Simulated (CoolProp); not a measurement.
Vapour-liquid equilibrium of hydrogen sulfide (1) + benzene (2) at 285 K; x and y are mole fractions of (1).

Model: multi-fluid Helmholtz-energy mixture model, Lemmon 2006 and Thol 2012; pair parameters Bell 2016, in CoolProp.

```tsv
x	bubble pressure (kPa)	y at the bubble point	dew pressure at overall composition x (kPa)	liquid density (mol/L)
0.05	75.62	0.914	7.037	11.71
0.125	175.1	0.964	7.640	12.27
0.2	272.0	0.978	8.355	12.88
0.275	368.5	0.985	9.218	13.53
0.35	466.0	0.989	10.28	14.25
0.425	565.6	0.991	11.62	15.02
0.5	668.1	0.993	13.35	15.86
0.575	773.9	0.995	15.70	16.77
0.65	883.3	0.996	19.04	17.77
0.725	996.2	0.997	24.19	18.86
0.8	1113	0.998	33.15	20.05
0.875	1232	0.999	52.67	21.33
0.95	1355	1.000	127.8	22.71
```

No azeotrope shows between x = 0.05 and 0.95.

Pair parameters are fitted to limited data, so mixtures are less certain than the pure fluids.
